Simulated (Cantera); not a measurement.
A perfectly stirred reactor is fed with 0.295 % C2H6, 99.7 % N2, at 1.00 bar; it is held at 1000 K, and followed from long to short residence time.

Model: GRI-Mech 3.0 (53 species, 325 reactions), integrated in Cantera. GRI-Mech 3.0 stops at C3 and has no aromatics, soot or wall deposition, so with more carbon than oxygen in the feed, carbon stays in small species such as C2H2 where larger ones or solid carbon would form.

One state of this run: x C2H6 = 0.00278; x CH3 = 6.90e-8; x CH2 = <1e-12; x H2 = 0.000165; x H = 1.72e-8; x C2H2 = 8.55e-7. x: mole fraction; the columns are a selection and need not sum to one.

Which value of τ (s) does it belong to?
A. 0.0047
B. 0.22
C. 0.0013
D. 0.017

B, 0.22
